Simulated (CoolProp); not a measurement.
R1132(E) along the isotherm 400 K: density (kg/m³) from the reference equation and from simpler models built on Tc = 348.8 K, pc = 5.174 MPa, ω = 0.245; each cubic takes its own stable root.

The numbers come from the reference Helmholtz-energy equation of state, Akasaka 2024 in CoolProp.

```
p (MPa)          phase  reference  ideal gas  van der Waals  Redlich-Kwong  Soave-Redlich-Kwong  Peng-Robinson
-------  -------------  ---------  ---------  -------------  -------------  -------------------  -------------
0.0206             gas     0.3970     0.3966         0.3970         0.3970               0.3970         0.3970
0.032              gas     0.6170     0.6161         0.6169         0.6170               0.6169         0.6171
0.0498             gas     0.9608     0.9589         0.9608         0.9610               0.9608         0.9611
0.0776             gas      1.499      1.494          1.499          1.499                1.499          1.500
0.121              gas      2.342      2.330          2.341          2.342                2.341          2.343
0.188              gas      3.648      3.620          3.648          3.650                3.648          3.652
0.293              gas      5.711      5.641          5.711          5.716                5.710          5.721
0.456              gas      8.951      8.780          8.949          8.962                8.948          8.974
0.71               gas      14.09      13.67          14.09          14.12                    ?          14.15
1.11               gas      22.43          ?          22.43          22.50                    ?          22.57
1.72               gas      35.77          ?          35.78          35.94                35.70          36.11
2.68               gas      58.52          ?          58.66          58.99                58.27          59.33
4.17               gas          ?      80.29          100.3          100.7                98.25          101.1
6.5      supercritical      182.8      125.2              ?          188.4                    ?          185.7
```

Question: Fill in the missing entries.

Answer: 
- 0.71, Soave-Redlich-Kwong: 14.08
- 1.11, ideal gas: 21.37
- 1.11, Soave-Redlich-Kwong: 22.41
- 1.72, ideal gas: 33.12
- 2.68, ideal gas: 51.60
- 4.17, reference: 99.23
- 6.5, van der Waals: 194.2
- 6.5, Soave-Redlich-Kwong: 177.5
